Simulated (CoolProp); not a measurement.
Properties of dimethyl carbonate along the isotherm 193.35 °C.

Model: reference Helmholtz-energy equation of state, Zhou 2011, in CoolProp.

```
p (kPa)   phase        Z  cv (kJ/(kg K))  speed of sound (m/s)  Joule-Thomson coefficient (K/MPa)
-------  ------  -------  --------------  --------------------  ---------------------------------
7.76        gas   0.9990           1.508                 213.6                              10.58
15.9        gas   0.9980           1.508                 213.4                              10.60
32.7        gas   0.9959           1.508                 213.0                              10.63
67.2        gas   0.9916           1.509                 212.2                              10.71
138         gas   0.9827           1.512                 210.5                              10.87
283         gas   0.9639           1.517                 206.9                              11.22
582         gas   0.9230           1.528                 199.0                              12.06
2450     liquid  0.07009           1.638                 583.9                            0.06372
```
